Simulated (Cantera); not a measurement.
An adiabatic, constant-volume homogeneous reactor starts with CH4 : O2 : N2 = 1 : 1.67 : 6.27 (molar parts), equivalence ratio 1.2, at 1373 K and 100000 Pa. Integrator tolerance rtol = 1e-08.

Cantera simulation using GRI-Mech 3.0 (53 species, 325 reactions); the numbers are that mechanism's predictions, not measurements.

Task: What does this change do: 0.033 parts C2H6 added?

Result: 
| quantity | before | after |
|---|---|---|
| time of steepest temperature rise | 4.90 ms | 2.29 ms |
| temperature at 0.600 s | 2901 K | 2904 K |
| equilibrium temperature | 2901 K | 2904 K |
| x(CH4) at 0.600 s | <1e-12 (gas-phase equilibrium <1e-12) | <1e-12 (gas-phase equilibrium <1e-12) |
| x(O2) at 0.600 s | 0.00849 (gas-phase equilibrium 0.00849) | 0.00607 (gas-phase equilibrium 0.00607) |
| x(O) at 0.600 s | 0.00491 (gas-phase equilibrium 0.00491) | 0.00417 (gas-phase equilibrium 0.00417) |
| x(CH3) at 0.600 s | <1e-12 (gas-phase equilibrium <1e-12) | <1e-12 (gas-phase equilibrium 1.02e-12) |
| x(CH2) at 0.600 s | <1e-12 (gas-phase equilibrium <1e-12) | <1e-12 (gas-phase equilibrium <1e-12) |
| x(NO) at 0.600 s | 0.00772 (gas-phase equilibrium 0.00772) | 0.00651 (gas-phase equilibrium 0.00651) |

Task: What does this change do: pressure from 100000 Pa to 28000 Pa?

Result: 
| quantity | before | after |
|---|---|---|
| time of steepest temperature rise | 4.90 ms | 12.5 ms |
| temperature at 0.600 s | 2901 K | 2788 K |
| equilibrium temperature | 2901 K | 2788 K |
| x(CH4) at 0.600 s | <1e-12 (gas-phase equilibrium <1e-12) | <1e-12 (gas-phase equilibrium <1e-12) |
| x(O2) at 0.600 s | 0.00849 (gas-phase equilibrium 0.00849) | 0.0107 (gas-phase equilibrium 0.0107) |
| x(O) at 0.600 s | 0.00491 (gas-phase equilibrium 0.00491) | 0.00685 (gas-phase equilibrium 0.00685) |
| x(CH3) at 0.600 s | <1e-12 (gas-phase equilibrium <1e-12) | <1e-12 (gas-phase equilibrium <1e-12) |
| x(CH2) at 0.600 s | <1e-12 (gas-phase equilibrium <1e-12) | <1e-12 (gas-phase equilibrium <1e-12) |
| x(NO) at 0.600 s | 0.00772 (gas-phase equilibrium 0.00772) | 0.00740 (gas-phase equilibrium 0.00740) |
